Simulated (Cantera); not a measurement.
A perfectly stirred reactor is fed with 38.5 % NO, 61.5 % N2, at 20.0 Torr; it is held at 2125 K, and followed from long to short residence time.

Model: GRI-Mech 3.0 (53 species, 325 reactions), integrated in Cantera. Radical loss at walls, strong at low pressure, is not modelled.

Task: Predict: x(NO) at τ = 3.10 s; x(NO2) at τ = 3.10 s; x(N2) at τ = 3.10 s; x(N2O) at τ = 3.10 s; x(O2) at τ = 3.10 s; x(NO) at τ = 29.0 ms; x(NO2) at τ = 29.0 ms; x(N2) at τ = 29.0 ms; x(N2O) at τ = 29.0 ms; x(O2) at τ = 29.0 ms.

Result: 
| Property | Result |
|---|---|
| x(NO) at τ = 3.10 s | 0.159 |
| x(NO2) at τ = 3.10 s | 2.66e-5 |
| x(N2) at τ = 3.10 s | 0.727 |
| x(N2O) at τ = 3.10 s | 7.10e-6 |
| x(O2) at τ = 3.10 s | 0.111 |
| x(NO) at τ = 29.0 ms | 0.383 |
| x(NO2) at τ = 29.0 ms | 6.67e-6 |
| x(N2) at τ = 29.0 ms | 0.616 |
| x(N2O) at τ = 29.0 ms | 5.54e-5 |
| x(O2) at τ = 29.0 ms | 0.000392 |
